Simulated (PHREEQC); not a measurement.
Make-up at 25 °C: 0.0015 mol/kgw KHCO3 and 0.0024 mol/kgw Na2HPO4. Closed to the air; pH follows from the charge balance.

Model: ion-association model, phreeqc.dat, run in PHREEQC.

Precipitation was switched off in this run.

Problem. Predict the pH.

Solution. pH 8.73.

Problem. In which forms is P present?

Solution. HPO4-2 97 %, H2PO4- 2.2 %, NaHPO4- 0.6 % of the P.

Complexes and solids missing from the database can't appear.
